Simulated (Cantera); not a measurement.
**Stirred combustor or abatement burner**

A perfectly stirred reactor is fed with CH4 : CO : O2 : N2 : H2O = 1 : 0.037 : 3.96 : 14.9 : 1.8 (molar parts), at 0.220 bar; it is adiabatic with a 650 K inlet, and is followed from long to short residence time, starting on the burning branch (τ in s: 0.26, 0.083, 0.026, 0.0085, 0.0027, 0.00087, 0.00028, 8.9e-05, 2.8e-05, 9.1e-06).

Model: GRI-Mech 3.0 (53 species, 325 reactions), integrated in Cantera.

```
τ (s)    T (K)     x CH4      x CO    x O2     x C2H    x C2H6   x H2O   x CH2O
-------  -----  --------  --------  ------  --------  --------  ------  -------
0.26      1667   1.05e-5  0.000378  0.0893    <1e-12  7.15e-11   0.174  1.03e-6
0.083     1656   2.16e-5  0.000795  0.0893    <1e-12  1.71e-10   0.173  2.26e-6
0.026     1635   4.59e-5   0.00166  0.0895    <1e-12  4.29e-10   0.172  4.95e-6
0.0085    1601  0.000100   0.00330  0.0902  2.22e-12   1.23e-9   0.170  1.06e-5
0.0027    1543  0.000258   0.00675  0.0922  6.09e-12   5.63e-9   0.166  2.48e-5
0.00087   1449  0.000944    0.0150  0.0983  2.58e-11   7.86e-8   0.163  7.58e-5
0.00028    650    0.0461   0.00171   0.183    <1e-12    <1e-12  0.0830   <1e-12
8.9e-5     650    0.0461   0.00171   0.183    <1e-12    <1e-12  0.0830   <1e-12
2.8e-5     650    0.0461   0.00171   0.183    <1e-12    <1e-12  0.0830   <1e-12
9.1e-6     650    0.0461   0.00171   0.183    <1e-12    <1e-12  0.0830   <1e-12
```
x: mole fraction; the columns are a selection and need not sum to one.
